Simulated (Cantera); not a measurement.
## Chlorosilane synthesis and conversion: SiCl₄ + Cl₂ + H₂

Feed: 1 mol SiCl₄, 2.4 mol Cl₂, 7.5 mol H₂, held at 9.40 bar.

These are equilibrium values from Cantera (NASA tables, ideal gas, pure condensed phases), not measurements of a reactor. Candidate condensed phases: Si; 19 gas species. The tables' values for SiCl₃ are old estimates; treat these amounts as uncertain. Rates play no part.

```tsv
T (°C)	x HCl	x H₂	x SiCl₄	x SiCl₃	x SiHCl₃
927	0.443	0.465	0.0890	0.000179	0.00254
977	0.444	0.464	0.0881	0.000353	0.00328
1027	0.445	0.463	0.0869	0.000658	0.00412
1077	0.447	0.462	0.0853	0.00116	0.00505
1127	0.448	0.460	0.0834	0.00195	0.00605
1177	0.451	0.458	0.0808	0.00312	0.00707
1227	0.454	0.455	0.0776	0.00475	0.00805
1277	0.458	0.451	0.0735	0.00691	0.00890
1327	0.463	0.446	0.0684	0.00957	0.00952
1377	0.469	0.440	0.0624	0.0126	0.00982
```
x: gas mole fraction; nothing condenses.

From 927 °C to 1377 °C nothing is condensed. The main Si-bearing gas is SiCl₄ throughout.
